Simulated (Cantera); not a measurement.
Input: 1 mol CaO, 16 mol HBr, 2 mol O₂, equilibrated at 0.0133 bar.

Cantera equilibrium calculation (NASA polynomials, part measured and part estimated; ideal gas, pure solids and liquids). Candidate condensed phases: Br₂, Ca, CaBr₂, CaO, Ca(OH)₂, H₂O; 19 gas species. Equilibrium is a limit: real reactors are often held back by kinetics, nucleation or transport. All values below are at 1377 °C.

Base state: Br 0.392, HBr 0.300, H₂O 0.250, CaBr₂ 0.0502, Br₂ 0.00535, H₂ 0.00131, O₂ 0.000378, OH 0.000246 (mole fractions); condensed: gas only.

Task: What changes in the equilibrium state with this change: pressure from 0.0133 bar to 0.00133 bar?

Result: 
```csv
species,before,after
Br,0.392,0.415
HBr,0.300,0.277
H₂O,0.250,0.247
H₂,0.00131,0.00997
CaBr₂,0.0502,0.0495
Br₂,0.00535,0.000599
H,2.84e-5,0.000248
```

Task: What changes in the equilibrium state with this change: O₂ from 2 to 1.1 mol?

Result: 
```csv
species,before,after
HBr,0.300,0.506
Br,0.392,0.253
H₂O,0.250,0.175
CaBr₂,0.0502,0.0546
O₂,0.000378,4.00e-6
H₂,0.00131,0.00888
OH,0.000246,6.59e-5
```
